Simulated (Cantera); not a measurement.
Cantera run:

```python
import numpy as np
import cantera as ct

gas_names = """
    N NO NO2 NO3 N2 N2O O O2 O3 Si SiN SiO SiO2 Si2 Si2N Si3
""".split()
cond_names = """
    Si(cr) Si(L) SiO2(Lqz) SiO2(hqz) SiO2(L) Si2N2O(s) Si3N4(a)
""".split()


def load(file, names, dense=False):
    # The tables refer to 1 bar. Condensed volumes are neglected.
    table = {s.name: s for s in ct.Species.list_from_file(file)}
    out = []
    for n in names:
        d = dict(table[n].input_data)
        d["thermo"] = dict(d["thermo"], **{"reference-pressure": 1e5})
        if dense:
            d["equation-of-state"] = {"model": "constant-volume", "density": "1e6 g/cm^3"}
        out.append(ct.Species.from_dict(d))
    return out


gas = ct.Solution(thermo="ideal-gas", species=load("nasa_gas.yaml", gas_names))
cond = {s.name: ct.Solution(thermo="fixed-stoichiometry", species=[s], name=s.name)
        for s in load("nasa_condensed.yaml", cond_names, dense=True)}
atoms = {
    'Si': {'Si': 1},
    'N2O': {'N': 2, 'O': 1},
    'N2': {'N': 2},
}
top_T = {'Si2N2O(s)': 2100, 'Si3N4(a)': 2400}  # K; cautious upper limits of use, not melting points


def equilibrate(T, P, feed):
    n = {}
    for name, mol in feed.items():
        for a, k in atoms[name].items():
            n[a] = n.get(a, 0.0) + k * mol
    gas.TPX = T, P, n
    mass = sum(n.values()) * gas.mean_molecular_weight
    gas.equilibrate("TP")
    valid = [c for c in cond.values() if c.min_temp <= T <= top_T.get(c.name, c.max_temp)]
    mix = ct.Mixture([(gas, mass / gas.mean_molecular_weight)] + [(c, 0.0) for c in valid])
    mix.T, mix.P = T, P
    mix.equilibrate("TP", solver="vcs", rtol=1e-11, max_steps=5000)
    return mix


results = []
feed = {'Si': 1, 'N2O': 0.61, 'N2': 49}  # mol
T = 1875  # K
P = 0.92  # Pa
mix = equilibrate(T, P, feed)
results.append((T, P, feed, dict(zip(mix.species_names, mix.species_moles))))
x = sorted(zip(gas.X, gas.species_names), reverse=True)
print(f"T = {T:g} K  P = {P:g} Pa  gas = {mix.phase_moles(0):.4g} mol")
print("   x: " + "  ".join(f"{s} {v:.3e}" for v, s in x if v > 1e-06))
print("   condensed (mol): " + ("  ".join(f"{mix.phase(i).name} {mix.phase_moles(i):.4g}"
      for i in range(1, mix.n_phases) if mix.phase_moles(i) > 1e-12) or "none"))
```

It prints:

```
T = 1875 K  P = 0.92 Pa  gas = 50.61 mol
   x: N2 9.802e-01  SiO 1.205e-02  Si 7.697e-03  SiN 8.275e-06
   condensed (mol): none
```

Cantera equilibrium calculation (NASA polynomials, part measured and part estimated; ideal gas, pure solids and liquids).
